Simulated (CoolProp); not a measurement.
Vapour-liquid equilibrium of hydrogen chloride (1) + propane (2) at -69.75 °C; x and y are mole fractions of (1).

Values from CoolProp's multi-fluid Helmholtz-energy mixture model, Thol 2018 and Lemmon 2009; pair parameters Bell 2016.

**Question.** Give the bubble pressure and the first vapour's composition at x = 0.15, 0.35, 0.65. Is there an azeotrope?

**Answer.** x = 0.15: 111.4 kPa, y = 0.800; x = 0.35: 169.4 kPa, y = 0.884; x = 0.65: 196.7 kPa, y = 0.914. No azeotrope shows between x = 0.05 and 0.95.

Pair parameters are fitted to limited data, so mixtures are less certain than the pure fluids. With so large a gap from Raoult's law the liquid may split in two, which this calculation doesn't test in full.
